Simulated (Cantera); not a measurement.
## Ignition delay

Mixture: H2 : O2 : N2 = 1 : 0.51 : 2.35 (molar parts), at 8.40 bar, adiabatic and at constant pressure. Ignition delay is the time to a rise of 400 K.

Model: the H2/O2 subset of GRI-Mech 3.0, which has no nitrogen chemistry, integrated in Cantera. The hydrogen kinetics of GRI-Mech 3.0 are dated; newer H2 mechanisms differ, most at raised pressure.

```csv
T0 (K),delay (ms)
1023,5.98
1123,0.512
1223,0.0176
1323,0.00478
1423,0.00268
1523,0.00182
1623,0.00137
```

```
Item                                                   Result
--------------------------------------------------  ---------
apparent activation energy between 1423 and 1623 K  65 kJ/mol
```
